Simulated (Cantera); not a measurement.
Feed: 1 mol V₂O₃, 420 mol H₂, at 1330 Pa.

These are equilibrium values from Cantera (NASA tables, ideal gas, pure condensed phases), not measurements of a reactor. Candidate condensed phases: H₂O, V, VO, V₂O₃, V₂O₄, V₂O₅; 12 gas species. VO: taken at fixed stoichiometry. Kinetics and transport are ignored.

**Question.** What share of the V ends up in condensed phases as a function of T (K), at 1650, 1725, 1800, 1875, 1950, 2025, 2100?

**Answer.** 
```tsv
T (K)	V condensed (%)	as
1650	100.0	VO(s)
1725	99.9	VO(s)
1800	99.8	VO(s)
1875	99.3	VO(s)
1950	97.5	VO(s)
2025	92.4	VO(s)
2100	78.9	VO(l)
```
